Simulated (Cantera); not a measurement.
A closed system holds: 1 mol BF₃, 87 mol H₂, 0.81 mol N₂, 0.26 mol O₂, at 1623.15 K and 0.133 bar.

Method: chemical equilibrium by Gibbs-energy minimisation in Cantera with the NASA 1993 tables (ideal gas, pure condensed phases). Candidate condensed phases: B, BN, B₂O₃, B₃O₃H₃, H₂O; 62 gas species. The tables' values for BF₂ are old estimates; treat these amounts as uncertain. Rates play no part.

Base state: H₂ 0.967, HF 0.0126, N₂ 0.00907, BOF 0.00557, BF₃ 0.00458, BHF₂ 0.000565, BF₂ 0.000264, H 0.000186 (mole fractions); condensed: gas only.

What changes in the equilibrium state with this change: H₂ from 87 to 2.5 mol?


```
species   before     after
-------  -------  --------
H₂         0.967     0.414
HF        0.0126     0.197
N₂       0.00907     0.170
BF₃      0.00458     0.111
BOF      0.00557    0.0952
B₃O₃F₃   3.09e-8  0.000154
B₂O₃     7.22e-8   1.48e-5
```
Gases not in the tables: H₃BO₃.
